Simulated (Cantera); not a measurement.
## Adiabatic ignition

An adiabatic, constant-volume homogeneous reactor starts with 7.33 % CH₄, 5.49 % CO, 18.3 % O₂, 68.9 % N₂, at 1623 K and 1.01 bar.

Computed with Cantera and GRI-Mech 3.0 (53 species, 325 reactions).

| t (s) | T (K) | P (bar) | x CH₄ | x CO | x O₂ | x HO₂ | x CO₂ | x CH₂CO | x NO |
|---|---|---|---|---|---|---|---|---|---|
| 8.00e-6 | 1623 | 1.01 | 0.0733 | 0.0549 | 0.183 | 1.42e-6 | 9.39e-7 | 1.12e-10 | <1e-12 |
| 2.01e-5 | 1623 | 1.01 | 0.0732 | 0.0549 | 0.183 | 2.72e-6 | 3.23e-6 | 8.09e-10 | <1e-12 |
| 5.04e-5 | 1623 | 1.01 | 0.0732 | 0.0549 | 0.183 | 4.27e-6 | 1.18e-5 | 6.28e-9 | <1e-12 |
| 0.000127 | 1624 | 1.01 | 0.0727 | 0.0549 | 0.183 | 8.71e-6 | 5.15e-5 | 7.68e-8 | 3.42e-12 |
| 0.000318 | 1684 | 1.05 | 0.0617 | 0.0569 | 0.175 | 0.000134 | 0.000974 | 5.14e-5 | 2.57e-10 |
| 0.000798 | 2914 | 1.88 | <1e-12 | 0.0614 | 0.0328 | 1.10e-5 | 0.0628 | <1e-12 | 0.0102 |
| 0.00200 | 2908 | 1.87 | <1e-12 | 0.0615 | 0.0310 | 1.04e-5 | 0.0627 | <1e-12 | 0.0149 |
| 0.00503 | 2908 | 1.87 | <1e-12 | 0.0615 | 0.0310 | 1.04e-5 | 0.0627 | <1e-12 | 0.0150 |
| 0.0126 | 2908 | 1.87 | <1e-12 | 0.0615 | 0.0310 | 1.04e-5 | 0.0627 | <1e-12 | 0.0150 |
| 0.0317 | 2908 | 1.87 | <1e-12 | 0.0615 | 0.0310 | 1.04e-5 | 0.0627 | <1e-12 | 0.0150 |
| 0.0797 | 2908 | 1.87 | <1e-12 | 0.0615 | 0.0310 | 1.04e-5 | 0.0627 | <1e-12 | 0.0150 |
| 0.200 | 2908 | 1.87 | <1e-12 | 0.0615 | 0.0310 | 1.04e-5 | 0.0627 | <1e-12 | 0.0150 |
x: mole fraction; the columns are a selection and need not sum to one.

```yaml
time_of_steepest_temperature_rise: 0.361 ms
temperature at 0.200 s: 2908 K
equilibrium_temperature: 2908 K
x(CH₄) at 0.200 s: <1e-12 (gas-phase equilibrium <1e-12)
x(CO) at 0.200 s: 0.0615 (gas-phase equilibrium 0.0615)
x(O₂) at 0.200 s: 0.0310 (gas-phase equilibrium 0.0310)
```
